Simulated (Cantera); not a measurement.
A jet of CH₄ : O₂ : N₂ = 0.011 : 0.17 : 0.79 (molar parts), equivalence ratio 0.13 at 300 K and 33.8 Torr hits a platinum plate 3.4 cm away at a mass flux of 0.071 kg/m²/s; the plate temperature is set and raised in steps from an oxygen-covered start.

Cantera simulation using Deutschmann's 1995 Pt surface mechanism with GRI-Mech 3.0 gas chemistry; the numbers are that mechanism's predictions, not measurements. Catalytic surfaces can have several steady states; this one follows from the mechanism file's or the stated starting coverage.

x: mole fraction at the wall; θ: surface coverage.

```tsv
plate T (K)	wall x CH₄	wall x O₂	wall x H₂O	wall x OH	wall x CO	wall x CO₂	θ free Pt	θ O*
950	0.00810	0.168	0.00601	6.03e-8	4.33e-6	0.00392	0.278	0.721
1000	0.00690	0.166	0.00823	1.75e-7	4.98e-6	0.00538	0.347	0.653
1050	0.00582	0.163	0.0102	4.42e-7	5.59e-6	0.00668	0.416	0.584
1100	?	0.162	?	?	?	?	?	?
1150	?	0.160	?	?	?	?	?	?
```

### Question
Fill in the missing entries.

### Answer

- 1100, wall x CH₄: 0.00497
- 1100, wall x H₂O: 0.0117
- 1100, wall x OH: 9.98e-7
- 1100, wall x CO: 6.28e-6
- 1100, wall x CO₂: 0.00773
- 1100, θ free Pt: 0.483
- 1100, θ O*: 0.517
- 1150, wall x CH₄: 0.00426
- 1150, wall x H₂O: 0.0130
- 1150, wall x OH: 2.06e-6
- 1150, wall x CO: 7.04e-6
- 1150, wall x CO₂: 0.00857
- 1150, θ free Pt: 0.547
- 1150, θ O*: 0.453
